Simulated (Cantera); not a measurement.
Input (Python, Cantera):

```python
import numpy as np
import cantera as ct

surf = ct.Interface("diamond.yaml", "diamond_100")
gas, bulk = surf.adjacent["gas"], surf.adjacent["diamond"]
k = surf.kinetics_species_index(bulk.species_names[0])
cover = ["c6HH", "c6H*", "c6*H", "c6**", "c6HM", "c6B"]

rows, drift = [], 0.0
print(f"{'P':>10s}{'um/h':>11s}" + "".join(f"{s:>11s}" for s in cover))
for v in [510, 850, 1400, 2300, 3900, 6500, 11000, 18000]:
    T, P, xH, xCH3 = 1298, v, 0.0049, 0.0001
    gas.TPX = T, P, {"H": xH, "CH3": xCH3, "CH4": 0.011, "H2": 1 - xH - xCH3 - 0.011}
    surf.TP = bulk.TP = T, P
    surf.coverages = "c6H*:0.1, c6HH:0.9"
    surf.advance_coverages(100.0)
    before = surf.coverages
    surf.advance_coverages(100.0)
    drift = max(drift, np.max(np.abs(surf.coverages - before) / (surf.coverages + 1e-9)))
    rate = surf.net_production_rates[k] * bulk.mean_molecular_weight / bulk.density * 3.6e9
    rows.append([rate, *surf[cover].coverages])
    print(f"{v:10.4g}{rate:11.4e}" + "".join(f"{x:11.3e}" for x in rows[-1][1:]))
```

Output:

```
         P       um/h       c6HH       c6H*       c6*H       c6**       c6HM        c6B
       510 5.7793e-02  3.871e-01  4.867e-02  5.218e-01  4.216e-02  2.370e-05  1.568e-10
       850 1.0942e-01  3.871e-01  4.867e-02  5.218e-01  4.214e-02  4.058e-05  2.969e-10
      1400 2.0198e-01  3.871e-01  4.867e-02  5.217e-01  4.213e-02  6.775e-05  5.481e-10
      2300 3.7455e-01  3.870e-01  4.868e-02  5.217e-01  4.212e-02  1.115e-04  1.016e-09
      3900 7.4142e-01  3.870e-01  4.868e-02  5.216e-01  4.211e-02  1.868e-04  2.012e-09
      6500 1.4897e+00  3.869e-01  4.870e-02  5.214e-01  4.211e-02  3.027e-04  4.042e-09
   1.1e+04 3.1825e+00  3.868e-01  4.873e-02  5.212e-01  4.211e-02  4.863e-04  8.636e-09
   1.8e+04 6.6616e+00  3.867e-01  4.877e-02  5.208e-01  4.210e-02  7.357e-04  1.808e-08
```

Cantera simulation using the Harris–Goodwin 1993 mechanism for the reconstructed diamond (100) surface; the numbers are that mechanism's predictions, not measurements.
